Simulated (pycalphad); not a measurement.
Effect of C content in Ti-Al-C

CALPHAD calculation (pycalphad, COST 507 light-alloy database (1999)), 1 atm. The data set is of 1999 and partly superseded. The system is extrapolated from its subsystems; higher-order compounds may be missing. Amounts are mole fractions of atoms.

One of these alloys has its liquidus at 1950 °C, its solidus at 1672 °C, and holds hcp 0.84, fcc 0.16 at 857 °C. Which?
A. Ti-3.293Al-0.7198C (wt.%)
B. Ti-3.329Al-1.091C (wt.%)
C. Ti-3.365Al-1.471C (wt.%)
D. Ti-3.241Al-0.1784C (wt.%)
E. Ti-3.258Al-0.3561C (wt.%)
F. Ti-3.441Al-2.256C (wt.%)

C, Ti-3.365Al-1.471C (wt.%). The others: Ti-3.241Al-0.1784C (wt.%), liquidus 1684, solidus 1679; Ti-3.258Al-0.3561C (wt.%), liquidus 1681, solidus 1674; Ti-3.293Al-0.7198C (wt.%), liquidus 1714, solidus 1670; Ti-3.329Al-1.091C (wt.%), liquidus 1841, solidus 1671; Ti-3.441Al-2.256C (wt.%), liquidus 2133, solidus 1675

The fcc model also describes the rock-salt carbide or nitride (TiC, TiN, HfC).
